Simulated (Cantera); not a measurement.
A perfectly stirred reactor is fed with CH4 : H2 = 1 : 18 (molar parts), at 0.330 bar; it is held at 1600 K, and followed from long to short residence time.

Detailed kinetics in Cantera: GRI-Mech 3.0 (53 species, 325 reactions). GRI-Mech 3.0 stops at C3 and has no aromatics, soot or wall deposition, so with more carbon than oxygen in the feed, carbon stays in small species such as C2H2 where larger ones or solid carbon would form.

### Question
What does this change do: pressure from 0.330 bar to 100.0 Torr?

### Answer
| quantity | before | after |
|---|---|---|
| x(CH4) at τ = 1.00 s | 0.0339 | 0.0362 |
| x(H2) at τ = 1.00 s | 0.957 | 0.956 |
| x(C2H2) at τ = 1.00 s | 0.00853 | 0.00759 |
| x(CH2) at τ = 1.00 s | 5.23e-9 | 1.26e-8 |
| x(C2H6) at τ = 1.00 s | 2.98e-6 | 3.01e-6 |
| x(CH4) at τ = 14.0 ms | 0.0520 | 0.0522 |
| x(H2) at τ = 14.0 ms | 0.948 | 0.947 |
| x(C2H2) at τ = 14.0 ms | 0.000195 | 9.63e-5 |
| x(CH2) at τ = 14.0 ms | 6.74e-9 | 1.21e-8 |
| x(C2H6) at τ = 14.0 ms | 5.72e-6 | 4.46e-6 |
